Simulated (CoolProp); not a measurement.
Ammonia at 293.15 K and 0.301 MPa is throttled through a valve to 0.209 MPa with no heat exchange. Each further row changes one setting.

Computed with CoolProp (reference Helmholtz-energy equation of state, Gao 2020).

| case | temperature change (K) | final density (kg/m³) |
|---|---|---|
| as stated | -2.8 | … |
| outlet pressure 0.0627 MPa | … | … |
| outlet pressure 0.272 MPa | … | … |

Task: What belongs in the gaps?

Result: 
- as stated, final density (kg/m³): 1.51
- outlet pressure 0.0627 MPa, temperature change (K): -7.5
- outlet pressure 0.0627 MPa, final density (kg/m³): 0.453
- outlet pressure 0.272 MPa, temperature change (K): -0.9
- outlet pressure 0.272 MPa, final density (kg/m³): 1.97
